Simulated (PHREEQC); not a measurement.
A solution holds 0.0037 mol HF, 0.00033 mol NaF, 6.6e-05 mol H2SiF6 and 0.0038 mol H3PO4 per kg of water, at 20 °C. Closed to the air; pH follows from the charge balance.

Computed with PHREEQC (ion-association model, phreeqc.dat).

| Property | Result |
|---|---|
| pH | 2.51 |
| ionic strength | 0.00371 mol/kgw |
| specific conductance | 1110 µS/cm |
| total alkalinity | -7.90 meq/kg |

```csv
species,molality,activity,log γ
H+,0.00332,0.00312,-0.026
HF,0.00321,0.00322,0.000
H2PO4-,0.00270,0.00254,-0.028
H3PO4,0.00110,0.00110,0.000
F-,0.000803,0.000751,-0.029
Na+,0.000330,0.000309,-0.028
```

No solid was allowed to form. SiF6-2 is the database's only silicon fluoride.
